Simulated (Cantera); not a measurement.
**Equilibrium for roasting and sulfation: FeS2 + O2 + H2O**

A closed system holds: 1 mol FeS2, 0.6 mol O2, 0.74 mol H2O, at 1398 K and 110000 Pa.

Method: chemical equilibrium by Gibbs-energy minimisation in Cantera with the NASA 1993 tables (ideal gas, pure condensed phases). Candidate condensed phases: Fe, FeO, Fe(OH)2, Fe(OH)3, FeS, FeSO4, FeS2, Fe2O3, Fe2(SO4)3, Fe3O4, H2O, H2SO4, S; 22 gas species. FeS: taken at fixed stoichiometry. Kinetics and transport are ignored.

```
Property                                  Result
-------------------------------------  ---------
x(H2O)                                     0.446
x(SO2)                                     0.406
x(S2)                                      0.104
x(H2S)                                    0.0249
x(H2)                                     0.0119
x(S2O)                                   0.00609
x(SO)                                    0.00149
x(SH)                                   0.000369
x(S)                                     3.51e-6
n(FeS(s))                              1.000 mol
gas amount                             1.533 mol
log10 activity of S(l) (absent)            -1.57
log10 activity of Fe(γ) (absent)           -2.28
log10 activity of Fe(OH)2(s) (absent)      -6.06
```
